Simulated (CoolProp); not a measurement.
Vapour-liquid equilibrium of dimethyl ether (1) + n-butane (2) at -81.45 °C; x and y are mole fractions of (1).

Computed with CoolProp (multi-fluid Helmholtz-energy mixture model, Wu 2011 and Bücker 2006; pair parameters Bell 2016).

```csv
x,"bubble pressure, mixture model (bar)","bubble pressure, Raoult's law (bar)","y, mixture model","y, Raoult's law"
0.05,0.01346,0.01115,0.304,0.161
0.2,0.02148,0.01506,0.621,0.477
0.35,0.02646,0.01898,0.731,0.663
0.5,0.02968,0.02289,0.792,0.785
0.65,0.03198,0.02681,0.839,0.871
0.8,0.03390,0.03072,0.889,0.936
0.95,0.03553,0.03464,0.964,0.986
```

The largest gap from Raoult's law is +42.6 % in bubble pressure, at x = 0.2. No azeotrope shows between x = 0.05 and 0.95.

Pair parameters are fitted to limited data, so mixtures are less certain than the pure fluids.
